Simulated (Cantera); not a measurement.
Input: 1 mol Cu2O, 5.5 mol H2, 0.14 mol H2O, held at 2.00 mbar.

Method: chemical equilibrium by Gibbs-energy minimisation in Cantera with the NASA 1993 tables (ideal gas, pure condensed phases). Candidate condensed phases: Cu, CuO, Cu(OH)2, Cu2O, H2O; 12 gas species. The numbers say what is thermodynamically allowed, not how fast it happens.

x: gas mole fraction; n: condensed amount in mol.

```csv
T (K),x H2,x Cu,x H2O,x H,x OH,n Cu(l)
1398,0.797,0.000649,0.202,9.45e-5,[?],2.00
1498,0.794,0.00398,0.201,0.000342,[?],1.98
1598,0.782,0.0193,0.198,0.00105,[?],1.89
1698,0.734,0.0774,0.186,0.00277,[?],1.53
1798,0.585,0.260,0.149,0.00602,[?],0
1898,0.579,0.260,0.148,0.0133,[?],0
1998,0.568,0.258,0.146,0.0270,[?],0
2098,0.549,0.255,0.144,0.0510,[?],0
2198,0.519,0.249,0.138,0.0897,[?],0
```

### Question
Complete the blanks.

### Answer

- 1398, x OH: 4.72e-7
- 1498, x OH: 2.46e-6
- 1598, x OH: 1.04e-5
- 1698, x OH: 3.61e-5
- 1798, x OH: 0.000101
- 1898, x OH: 0.000278
- 1998, x OH: 0.000694
- 2098, x OH: 0.00158
- 2198, x OH: 0.00333
